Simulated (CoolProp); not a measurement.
Vapour pressure (MPa) of oxygen: the reference equation beside estimates from Tc = 154.6 K, pc = 5.046 MPa, ω = 0.022.

Model: reference Helmholtz-energy equation of state, Schmidt 1985, in CoolProp.

```csv
T (K),reference,Lee-Kesler,van der Waals,Redlich-Kwong,Soave-Redlich-Kwong,Peng-Robinson
106.8,0.4329,0.4326,0.9454,0.3943,0.4321,0.4350
109.4,0.5213,0.5213,1.069,0.4832,0.5215,0.5236
112.1,0.6263,0.6267,1.208,0.5900,0.6281,0.6290
114.7,0.7414,0.7420,1.352,0.7076,0.7449,0.7445
117.4,0.8763,0.8772,1.513,0.8465,0.8821,0.8800
120,1.022,1.023,1.680,0.9972,1.031,1.027
122.7,1.192,1.192,1.865,1.173,1.203,1.197
125.3,1.373,1.373,2.054,1.360,1.387,1.379
128,1.581,1.581,2.263,1.577,1.599,1.589
130.6,1.802,1.801,2.477,1.806,1.824,1.812
133.3,2.054,2.052,2.712,2.066,2.081,2.066
135.9,2.320,2.317,2.950,2.340,2.350,2.334
138.6,2.621,2.617,3.211,2.650,2.655,2.638
141.2,2.937,2.933,3.476,2.972,2.974,2.956
```

Absolute difference from the reference over all 14 rows, mean and median: Lee-Kesler 0.1 and 0.1 %, van der Waals 58.7 and 53.0 %, Redlich-Kwong 2.8 and 1.4 %, Soave-Redlich-Kwong 0.9 and 1.0 %, Peng-Robinson 0.5 and 0.5 %.
